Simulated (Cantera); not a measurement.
Feed: 1 mol B2O3, 0.85 mol NH3, at 13000 Pa.

These are equilibrium values from Cantera (NASA tables, ideal gas, pure condensed phases), not measurements of a reactor. Candidate condensed phases: B, BN, B2O3, B3O3H3, H2O; 39 gas species. Mutual solubility and eutectic melting of coexisting phases are not modelled. Gases not in the tables: H3BO3. The numbers say what is thermodynamically allowed, not how fast it happens.

log p: log10 of the partial pressure in bar; n: condensed amount in mol.

| T (K) | log p H2 | log p B2O3 | log p N2 | log p HBO2 | log p HBO | log p BO | log p B2O2 | log p H | n BN(s) | n B2O3(l) |
|---|---|---|---|---|---|---|---|---|---|---|
| 1048 | -1.01 | -10.52 | -1.49 | -5.93 | -8.43 | <-12 | <-12 | -8.62 | 0.00258 | 0.999 |
| 1198 | -1.01 | -8.06 | -1.49 | -4.87 | -6.61 | -11.18 | -10.89 | -7.23 | 0.00247 | 0.999 |
| 1348 | -1.01 | ___ | -1.49 | ___ | ___ | ___ | ___ | ___ | 0.00260 | 0.998 |
| 1498 | -1.01 | -4.68 | -1.49 | -3.43 | -4.10 | -6.94 | -6.30 | -5.27 | 0.00336 | 0.995 |
| 1648 | -1.02 | ___ | -1.49 | ___ | ___ | ___ | ___ | ___ | ___ | 0.981 |
| 1798 | -1.05 | -2.48 | -1.51 | -2.47 | -2.52 | -4.19 | -3.40 | -3.98 | 0 | 0.904 |
| 1948 | -1.20 | -1.64 | -1.62 | -1.99 | -2.18 | -3.34 | -2.68 | -3.55 | 0 | 0.407 |
| 2098 | -1.31 | -1.47 | -1.69 | -1.87 | -2.11 | -2.85 | -2.54 | -3.17 | 0 | 0 |
| 2248 | -1.33 | -1.50 | -1.70 | -1.83 | -2.09 | -2.49 | -2.56 | -2.80 | 0 | 0 |

What belongs in the gaps?


- 1648, log p B2O3: -3.47
- 1648, log p HBO2: -2.93
- 1648, log p HBO: -3.19
- 1648, log p BO: -5.41
- 1648, log p B2O2: -4.65
- 1648, log p H: -4.56
- 1648, n BN(s): 0.00412
- 1348, log p B2O3: -6.18
- 1348, log p HBO2: -4.06
- 1348, log p HBO: -5.21
- 1348, log p BO: -8.82
- 1348, log p B2O2: -8.33
- 1348, log p H: -6.14
